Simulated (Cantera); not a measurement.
A closed system holds: 1 mol SiC, 1.6 mol N2, 0.31 mol C, at 1300 °C and 1 atm.

Method: chemical equilibrium by Gibbs-energy minimisation in Cantera with the NASA 1993 tables (ideal gas, pure condensed phases). Candidate condensed phases: C, Si, SiC, Si3N4; 20 gas species. Kinetics and transport are ignored.

Base state: N2 1.00 (mole fractions); condensed: C(graphite) + Si3N4(s).

Q: What changes in the equilibrium state with this change: temperature from 1300 °C to 1550 °C?

A: 
```csv
species,before,after
N2,1.00,1.000
"C(graphite), mol",1.31,0.310
"Si3N4(s), mol",0.333,0
"SiC(s), mol",0,1.00
```

Q: What changes in the equilibrium state with this change: pressure from 1 atm to 53.0 mbar?

A: 
```
species           before  after
----------------  ------  -----
N2                  1.00   1.00
C(graphite), mol    1.31  0.310
Si3N4(s), mol      0.333      0
SiC(s), mol            0   1.00
```

Q: What changes in the equilibrium state with this change: temperature from 1300 °C to 2577 °C?

A: 
```tsv
species	before	after
N2	1.00	0.952
Si	<1e-9	0.0228
SiC2	<1e-9	0.0142
Si2C	<1e-9	0.00710
SiN	<1e-9	0.00142
CN	<1e-9	0.00127
Si2N	<1e-9	0.000502
C(graphite), mol	1.31	0.338
Si3N4(s), mol	0.333	0
SiC(s), mol	0	0.908
```
The tables' values for SiN are old estimates; treat these amounts as uncertain.
